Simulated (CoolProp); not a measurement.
A single-stage vapour-compression cycle with the fluid: evaporating at 290.15 K (dew point), condensing at 323.15 K (bubble point), superheat 5 K, subcooling 0 K, compressor efficiency 0.8, no pressure losses. The same conditions are run with several fluids, on thermodynamics alone (safety and materials aside).

Computed with CoolProp (reference Helmholtz-energy equation of state of each fluid (R1336mzz(E): Akasaka 2023; tetrahydrofuran: Fiedler 2023; R152A: Outcalt 1996; R1233zd(E): Akasaka 2022; chlorine: Thol 2021; R134a: Tillner-Roth 1994)).

| fluid | cooling COP | pressure ratio | discharge temperature (K) | refrigerating effect (kJ/kg) | volumetric capacity (kJ/m³) |
|---|---|---|---|---|---|
| R1336mzz(E) | 5.82 | 2.97 | 324.1 | 111 | 1150 |
| tetrahydrofuran | 6.47 | 3.90 | 349.2 | 399 | 177 |
| R152A | 5.95 | 2.52 | 342.4 | 234 | 3300 |
| R1233zd(E) | 6.18 | 3.03 | 331.3 | 159 | 853 |
| chlorine | 6.05 | 2.33 | 377.4 | 223 | 4390 |
| R134a | 5.72 | 2.53 | 335.2 | 141 | 3480 |
